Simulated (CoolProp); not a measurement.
A simple Rankine cycle with cis-2-butene: condensing at 303.15 K, boiler at 0.968 MPa, turbine inlet 394.9 K, turbine efficiency 0.85, pump efficiency 0.7, no recuperator. Each further row changes one setting.

Computed with CoolProp (reference Helmholtz-energy equation of state, Lemmon 2005). It is a short technical equation, of lower accuracy than the large ones.

| case | thermal efficiency (%) | net work (kJ/kg) | heat in (kJ/kg) | turbine exit temperature (K) | volume ratio over the turbine |
|---|---|---|---|---|---|
| as stated | [?] | 56.4 | 524 | 352.0 | 3.75 |
| turbine inlet 414.9 K | 10.7 | 60.5 | 564 | [?] | [?] |
| condensing temperature 295.15 K | 12.3 | 66.9 | 542 | 344.7 | [?] |
| boiler pressure 0.678 MPa | 8.2 | 43.6 | 532 | 364.3 | [?] |
| turbine efficiency 0.75 | 9.5 | 49.6 | 524 | 356.0 | 3.80 |

### Question
Complete the blanks.

### Answer

- as stated, thermal efficiency (%): 10.8
- turbine inlet 414.9 K, turbine exit temperature (K): 372.7
- turbine inlet 414.9 K, volume ratio over the turbine: 3.73
- condensing temperature 295.15 K, volume ratio over the turbine: 4.79
- boiler pressure 0.678 MPa, volume ratio over the turbine: 2.62
